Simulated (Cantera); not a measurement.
Input (Python, Cantera):

```python
import numpy as np
import cantera as ct

gas = ct.Solution("gri30.yaml")
gas.TPX = 950, 1800, {'H2': 0.012, 'O2': 7}
reactor = ct.IdealGasConstPressureReactor(gas, energy="off", clone=False)
net = ct.ReactorNet([reactor])
net.rtol, net.atol = 1e-08, 1e-18
show = ['H2', 'O2', 'H', 'H2O', 'OH', 'O', 'H2O2']
times = np.geomspace(0.0004, 2, 13)

steps = ct.SolutionArray(gas, extra=["t"])
rows = []
print(f"{'t/s':>10s}{'T/K':>9s}{'P/Pa':>11s}" + "".join(f"{s:>11s}" for s in show))
for t in times:
    while net.time < t:
        t_next = net.step()
        steps.append(gas.state, t=t_next)
    rows.append([np.interp(t, steps.t, y) for y in (steps.T, steps.P, *steps(*show).X.T)])
    print(f"{t:10.3e}{rows[-1][0]:9.1f}{rows[-1][1]:11.4g}" + "".join(f"{x:11.3e}" for x in rows[-1][2:]))
rate = np.gradient(steps.T, steps.t)
print("integrator steps:", len(steps.t))
if steps.T.max() > steps.T[0] + 200:
    print(f"time of steepest temperature rise: {steps.t[rate.argmax()]:.4e} s")
gas.TPX = 950, 1800, {'H2': 0.012, 'O2': 7}
gas.equilibrate("TP")
print(f"equilibrium (TP): T = {gas.T:.1f} K  " + "  ".join(f"{s} {gas[s].X[0]:.3e}" for s in show))
```

It prints:

```
       t/s      T/K       P/Pa         H2         O2          H        H2O         OH          O       H2O2
 4.000e-04    950.0       1800  1.711e-03  9.983e-01  7.253e-13  9.485e-14  1.378e-12  1.445e-12  5.374e-18
 8.134e-04    950.0       1800  1.711e-03  9.983e-01  8.876e-13  5.237e-13  3.463e-12  3.829e-12  2.238e-17
 1.654e-03    950.0       1800  1.711e-03  9.983e-01  1.195e-12  2.594e-12  8.096e-12  9.855e-12  9.293e-17
 3.364e-03    950.0       1800  1.711e-03  9.983e-01  1.971e-12  1.257e-11  1.951e-11  2.753e-11  3.888e-16
 6.840e-03    950.0       1800  1.711e-03  9.983e-01  4.568e-12  6.641e-11  5.670e-11  9.482e-11  1.639e-15
 1.391e-02    950.0       1800  1.711e-03  9.983e-01  2.079e-11  5.063e-10  2.861e-10  5.392e-10  7.309e-15
 2.828e-02    950.0       1800  1.711e-03  9.983e-01  3.998e-10  1.166e-08  5.636e-09  1.098e-08  5.150e-14
 5.752e-02    950.0       1800  1.705e-03  9.983e-01  1.594e-07  4.659e-06  2.208e-06  4.317e-06  3.124e-11
 1.170e-01    950.0       1800  1.511e-04  9.975e-01  3.328e-05  1.485e-03  1.167e-04  7.292e-04  3.764e-08
 2.378e-01    950.0       1800  5.306e-06  9.979e-01  4.020e-06  1.690e-03  2.999e-05  3.532e-04  5.640e-09
 4.837e-01    950.0       1800  5.976e-07  9.981e-01  9.754e-07  1.703e-03  1.689e-05  1.526e-04  3.800e-09
 9.835e-01    950.0       1800  1.545e-07  9.982e-01  2.051e-07  1.707e-03  9.997e-06  5.422e-05  3.281e-09
 2.000e+00    950.0       1800  4.373e-08  9.983e-01  3.496e-08  1.710e-03  5.564e-06  1.661e-05  2.576e-09
integrator steps: 916
equilibrium (TP): T = 950.0 K  H2 2.343e-13  O2 9.983e-01  H 2.021e-15  H2O 1.713e-03  OH 2.176e-08  O 2.382e-10  H2O2 3.298e-13
```

Computed with Cantera and GRI-Mech 3.0 (53 species, 325 reactions). Radical loss at walls, strong at low pressure, is not modelled.
